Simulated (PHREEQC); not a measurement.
**Acid rinse or clean**

Make-up at 25 °C: 0.065 mol HCl and 0.29 mol MnSO4 per kg of water. Closed to the air; pH follows from the charge balance.

The numbers come from PHREEQC with the ion-association model, wateq4f.dat.

The pH comes out as 1.85. The ionic strength is 0.611 mol/kgw and the activity of water comes out as 0.991. The total alkalinity is -65.0 meq/kg.

```csv
species,molality,activity,log γ
Mn+2,0.156,0.0367,-0.628
MnSO4,0.126,0.145,0.061
SO4-2,0.117,0.0222,-0.723
Cl-,0.0568,0.0358,-0.201
HSO4-,0.0465,0.0303,-0.185
H+,0.0185,0.0140,-0.120
MnCl+,0.00800,0.00536,-0.175
```

Precipitation was switched off in this run.
